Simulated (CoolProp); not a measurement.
Properties of R22 along the isotherm 226.85 °C.

Model: reference Helmholtz-energy equation of state, Kamei 1995, in CoolProp.

| p (kPa) | phase | speed of sound (m/s) | expansivity (1/kK) |
|---|---|---|---|
| 680 | gas | 230.4 | 2.129 |
| 1360 | gas | 227.9 | 2.266 |
| 2040 | gas | 225.5 | 2.414 |
| 2720 | gas | 223.1 | 2.572 |
| 3400 | gas | 220.8 | 2.740 |
| 4080 | gas | 218.6 | 2.919 |
| 4760 | gas | 216.5 | 3.108 |
| 5440 | supercritical | 214.6 | 3.307 |
| 6120 | supercritical | 212.9 | 3.514 |
| 6800 | supercritical | 211.4 | 3.728 |
| 7490 | supercritical | 210.2 | 3.949 |
